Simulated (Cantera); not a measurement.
# Ignition delay

Mixture: CH4 : O2 : N2 = 1 : 2.7 : 10.2 (molar parts), equivalence ratio 0.74, at 2900000 Pa, adiabatic and at constant volume. Ignition delay is the time to a rise of 400 K.

Detailed kinetics in Cantera: GRI-Mech 3.0 (53 species, 325 reactions). The pressure lies above the range GRI-Mech 3.0 was tuned for (to about 10 atm).

```json
[
 {"T0 (K)": "1000", "delay (ms)": "25.8"},
 {"T0 (K)": "1050", "delay (ms)": "10.7"},
 {"T0 (K)": "1100", "delay (ms)": "4.88"},
 {"T0 (K)": "1150", "delay (ms)": "2.41"},
 {"T0 (K)": "1200", "delay (ms)": "1.27"},
 {"T0 (K)": "1250", "delay (ms)": "0.700"},
 {"T0 (K)": "1300", "delay (ms)": "0.404"}
]
```

- apparent activation energy between 1200 and 1300 K: 150 kJ/mol
